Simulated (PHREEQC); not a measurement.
Leach liquor: speciation

Make-up at 25 °C: 0.8 mol H2SO4 and 0.00013 mol CuSO4 per kg of water. Closed to the air; pH follows from the charge balance.

Equilibrium calculation in PHREEQC: ion-association model, phreeqc.dat.

Each row changes one thing in this solution. Precipitation was switched off in this run.

| case | pH | ionic strength (mol/kgw) | HSO4- (mol/kgw) | SO4-2 (mol/kgw) | Cu+2 (mol/kgw) | CuSO4 (mol/kgw) |
|---|---|---|---|---|---|---|
| as made | 0.19 | 0.916 | 0.742 | 0.0580 | 9.83e-5 | 3.17e-5 |
| 0.65 mol/kgw KOH added | 0.59 | 1.05 | 0.602 | 0.127 | 8.01e-5 | 4.99e-5 |
| temperature from 25 to 15 °C | 0.19 | 0.938 | 0.731 | 0.0689 | 9.52e-5 | 3.48e-5 |
| CuSO4 from 0.00013 to 6.5e-05 mol/kgw | 0.19 | 0.916 | 0.742 | 0.0580 | 4.91e-5 | 1.59e-5 |
| CuSO4 from 0.00013 to 0.00065 mol/kgw | 0.19 | 0.917 | 0.742 | 0.0581 | 0.000491 | 0.000159 |
| CuSO4 from 0.00013 to 0.000143 mol/kgw | 0.19 | 0.916 | 0.742 | 0.0580 | 0.000108 | 3.49e-5 |

The ionic strength passes 0.7 mol/kgw, the rough limit of the ion-association models, in every such run. Species that the database lacks are ignored.
